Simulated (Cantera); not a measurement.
Feed: 1 mol SiH₂Cl₂, 0.075 mol HCl, 39 mol H₂, 0.028 mol C₂H₂, equilibrated at 802 °C and 0.0133 bar.

Equilibrium computed with Cantera from the NASA thermochemical tables; the gas is ideal and each condensed phase is pure. Candidate condensed phases: C, C₆H₆, C₇H₈, C₈H₁₈, Si, SiC; 109 gas species. Mutual solubility and eutectic melting of coexisting phases are not modelled. The tables' values for SiCl₃ are old estimates; treat these amounts as uncertain. Equilibrium is a limit: real reactors are often held back by kinetics, nucleation or transport.

Base state: H₂ 0.966, HCl 0.0273, SiCl₄ 0.00349, SiHCl₃ 0.00153, SiCl₂ 0.00151, SiCl₃ 0.000576, SiH₂Cl₂ 7.89e-5 (mole fractions); condensed: Si(s) + SiC(s).

Problem. What changes in the equilibrium state with this change: H₂ from 39 to 65 mol?

Solution. 
| species | before | after |
|---|---|---|
| H₂ | 0.966 | 0.976 |
| HCl | 0.0273 | 0.0212 |
| SiCl₄ | 0.00349 | 0.00124 |
| SiCl₃ | 0.000576 | 0.000266 |
| SiHCl₃ | 0.00153 | 0.000711 |
| Si(s), mol | 0.650 | 0.732 |
| SiC(s), mol | 0.0560 | 0.0560 |

Problem. What changes in the equilibrium state with this change: HCl from 0.075 to 4.8 mol?

Solution. 
| species | before | after |
|---|---|---|
| H₂ | 0.966 | 0.906 |
| HCl | 0.0273 | 0.0728 |
| SiCl₄ | 0.00349 | 0.0165 |
| SiCl₃ | 0.000576 | 0.000989 |
| SiH₂Cl₂ | 7.89e-5 | 4.62e-5 |
| SiHCl₃ | 0.00153 | 0.00255 |
| SiCl₂ | 0.00151 | 0.000939 |
| Si(s), mol | 0.650 | 0 |
| SiC(s), mol | 0.0560 | 0.0558 |
